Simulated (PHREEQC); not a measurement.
1 kg of water meets 20 L of dry gas (CO2 0.77, N2 0.23 by moles) at fixed total pressure, at 25 °C; fugacities by Peng-Robinson. The gases take part in no redox reaction, some water evaporates into the gas, and hydrates or a liquid gas phase aren't modelled. Nothing may precipitate in this run.

Model: ion-association model, phreeqc.dat, run in PHREEQC.

```json
[
 {"P (atm)": "1", "dissolved CO2 (all carbonate carbon) (mol/kgw)": "0.0251", "φ of CO2": "0.995", "p of CO2 (atm)": "0.739", "dissolved N2 (mol/kgw)": "0.000153"},
 {"P (atm)": "2", "dissolved CO2 (all carbonate carbon) (mol/kgw)": "0.0507", "φ of CO2": "0.989", "p of CO2 (atm)": "1.50", "dissolved N2 (mol/kgw)": "0.000311"},
 {"P (atm)": "3", "dissolved CO2 (all carbonate carbon) (mol/kgw)": "0.0760", "φ of CO2": "0.984", "p of CO2 (atm)": "2.26", "dissolved N2 (mol/kgw)": "0.000469"},
 {"P (atm)": "5", "dissolved CO2 (all carbonate carbon) (mol/kgw)": "0.126", "φ of CO2": "0.973", "p of CO2 (atm)": "3.79", "dissolved N2 (mol/kgw)": "0.000785"},
 {"P (atm)": "7.5", "dissolved CO2 (all carbonate carbon) (mol/kgw)": "…", "φ of CO2": "0.960", "p of CO2 (atm)": "5.70", "dissolved N2 (mol/kgw)": "0.00118"},
 {"P (atm)": "10", "dissolved CO2 (all carbonate carbon) (mol/kgw)": "0.244", "φ of CO2": "0.947", "p of CO2 (atm)": "7.61", "dissolved N2 (mol/kgw)": "0.00157"},
 {"P (atm)": "15", "dissolved CO2 (all carbonate carbon) (mol/kgw)": "…", "φ of CO2": "0.920", "p of CO2 (atm)": "11.4", "dissolved N2 (mol/kgw)": "0.00235"},
 {"P (atm)": "20", "dissolved CO2 (all carbonate carbon) (mol/kgw)": "0.460", "φ of CO2": "0.895", "p of CO2 (atm)": "15.3", "dissolved N2 (mol/kgw)": "0.00313"},
 {"P (atm)": "30", "dissolved CO2 (all carbonate carbon) (mol/kgw)": "…", "φ of CO2": "0.844", "p of CO2 (atm)": "22.9", "dissolved N2 (mol/kgw)": "0.00469"},
 {"P (atm)": "40", "dissolved CO2 (all carbonate carbon) (mol/kgw)": "0.807", "φ of CO2": "0.795", "p of CO2 (atm)": "30.6", "dissolved N2 (mol/kgw)": "0.00627"}
]
```

Question: Complete the blanks.

Answer: 
- 7.5, dissolved CO2 (all carbonate carbon) (mol/kgw): 0.186
- 15, dissolved CO2 (all carbonate carbon) (mol/kgw): 0.356
- 30, dissolved CO2 (all carbonate carbon) (mol/kgw): 0.647
